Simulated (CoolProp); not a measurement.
Dry air at 413.71 K and 1.28 MPa is compressed adiabatically to 8.09 MPa with isentropic efficiency 0.75. Each further row changes one setting.

Values from CoolProp's reference Helmholtz-energy equation of state, Lemmon 2000. It is a pseudo-pure fit of the blend.

```tsv
case	work (kJ/kg)	final temperature (K)	final density (kg/m³)
as stated	388	[?]	[?]
efficiency 1	291	690.4	[?]
efficiency 0.65	[?]	[?]	32.9
```

Question: Complete the blanks.

Answer: 
- as stated, final temperature (K): 778.7
- as stated, final density (kg/m³): 35.1
- efficiency 1, final density (kg/m³): 39.6
- efficiency 0.65, work (kJ/kg): 447
- efficiency 0.65, final temperature (K): 832.4
